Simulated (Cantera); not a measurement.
## trisilylamine + N2 (silicon nitride deposition)

A closed system holds: 1 mol trisilylamine, 38 mol N2, at 66.0 Pa.

Method: chemical equilibrium by Gibbs-energy minimisation in Cantera with the NASA 1993 tables (ideal gas, pure condensed phases). Candidate condensed phases: Si, Si3N4; 18 gas species. The feed counts by its element totals alone. The tables' values for SiN are old estimates; treat these amounts as uncertain. Kinetics and transport are ignored.

At 1598 K the condensed part is Si3N4(s). At 1673 K the condensed part is Si(s). From 1748 K to 1973 K the condensed part is Si(l). From 2048 K to 2123 K nothing is condensed. The main Si-bearing gas is Si throughout.

```
T (K)   x N2    x H2      x Si       x H     x Si2    x Si2N     x SiN  n Si3N4(s)  n Si(s)  n Si(l)
-----  -----  ------  --------  --------  --------  --------  --------  ----------  -------  -------
1598   0.890   0.109   8.83e-5  0.000685   1.35e-7   1.94e-6   1.86e-6       0.999        0        0
1673   0.894   0.104  0.000633   0.00143   2.44e-6   1.84e-5   1.02e-5           0     2.97        0
1748   0.892   0.103   0.00221   0.00285   1.13e-5   4.73e-5   2.78e-5           0        0     2.90
1823   0.887   0.101   0.00670   0.00536   4.33e-5  0.000105   6.71e-5           0        0     2.69
1898   0.874  0.0973    0.0186   0.00949  0.000149  0.000218  0.000150           0        0     2.13
1973   0.844  0.0907    0.0478    0.0158  0.000464  0.000422  0.000314           0        0    0.699
2048   0.827  0.0839    0.0624    0.0253  0.000395  0.000233  0.000340           0        0        0
2123   0.821  0.0766    0.0629    0.0386  0.000210   8.30e-5  0.000289           0        0        0
```
x: gas mole fraction; n: condensed amount in mol.
